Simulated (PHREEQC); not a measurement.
Make-up at 59 °C: 0.019 mol FeCl3, 0.017 mol NiCl2 and 0.0002 mol NaHCO3 per kg of water. Closed to the air; pH follows from the charge balance.

Equilibrium calculation in PHREEQC: ion-association model, wateq4f.dat.

No solid was allowed to form.

### Question
Estimate the pH.

### Answer
pH 2.07.

### Question
In which forms is Ni present?

### Answer
Ni+2 93 %, NiCl+ 6.0 %, NiCl2 1.0 % of the Ni.

Saturation is exceeded, for instance for Hematite (slow to form), Goethite (slow to form); the values hold only as long as no solid forms. Away from 25 °C the constants follow the database's enthalpies or fits; those with neither stay at their 25 °C values.
